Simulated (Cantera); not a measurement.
Mixture: 4.96 % CH₃OH, 12.2 % O₂, 82.8 % N₂, equivalence ratio 0.61, at 2.70 bar, adiabatic and at constant pressure. Ignition delay is the time to a rise of 400 K.

Detailed kinetics in Cantera: GRI-Mech 3.0 (53 species, 325 reactions). GRI-Mech 3.0 was tuned for natural gas; its chemistry of methanol as a main component is partial and can be far from experiment.

Question: Predict: delay at 1000 K; delay at 1150 K; delay at 1300 K; delay at 1450 K; apparent activation energy between 1375 and 1525 K.

Answer: 
- delay at 1000 K: 0.296 s
- delay at 1150 K: 12.7 ms
- delay at 1300 K: 1.24 ms
- delay at 1450 K: 0.229 ms
- apparent activation energy between 1375 and 1525 K: 160 kJ/mol
